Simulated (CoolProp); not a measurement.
A Linde-Hampson liquefier for normal hydrogen: isothermal reversible compression at 250 K from 1 atm to 15 MPa, throttling to 1 atm, return gas leaving the recuperator 10 K below the feed. Each further row changes one setting.

Values from CoolProp's reference Helmholtz-energy equation of state, Leachman 2009.

```csv
case,compression work (kJ/kg of gas)
as stated,5260
high pressure 30 MPa,6080
warm-end temperature 280 K,5880
warm-end gap 15 K,5260
```
